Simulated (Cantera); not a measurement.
Cantera run:

```python
import numpy as np
import cantera as ct

gas_names = """
    F F2 H HF H2 H2F2 H3F3 H4F4 H5F5 H6F6 H7F7 N NF NF2 NF3 NH NH2 NH3 N2 N2H2 N2H4 Si SiF SiF2 SiF3
    SiF4 SiH SiHF3 SiH2 SiH2F2 SiH3 SiH3F SiH4 SiN Si2 Si2N Si3
""".split()
cond_names = """
    Si(cr) Si(L) Si3N4(a)
""".split()


# ... load() reads the species with a 1 bar reference pressure and builds the phases ...
atoms = {
    'Si3N4': {'Si': 3, 'N': 4},
    'HF': {'H': 1, 'F': 1},
}
top_T = {'Si3N4(a)': 2400}  # K; cautious upper limits of use, not melting points


# ... equilibrate(T, P, feed) seeds the gas with the atoms and calls Mixture.equilibrate('TP', solver="vcs", rtol=1e-11, max_steps=5000) ...
results = []
feed = {'Si3N4': 1, 'HF': 27}  # mol
T = 875  # K
P = 5500  # Pa
mix = equilibrate(T, P, feed)
results.append((T, P, feed, dict(zip(mix.species_names, mix.species_moles))))
x = sorted(zip(gas.X, gas.species_names), reverse=True)
print(f"T = {T:g} K  P = {P:g} Pa  gas = {mix.phase_moles(0):.4g} mol")
print("   x: " + "  ".join(f"{s} {v:.3e}" for v, s in x if v > 1e-05))
print("   condensed (mol): " + ("  ".join(f"{mix.phase(i).name} {mix.phase_moles(i):.4g}"
      for i in range(1, mix.n_phases) if mix.phase_moles(i) > 1e-12) or "none"))
```

Result:

```
T = 875 K  P = 5500 Pa  gas = 26 mol
   x: HF 5.769e-01  H2 2.308e-01  SiF4 1.154e-01  N2 7.692e-02
   condensed (mol): none
```

Cantera equilibrium calculation (NASA polynomials, part measured and part estimated; ideal gas, pure solids and liquids).
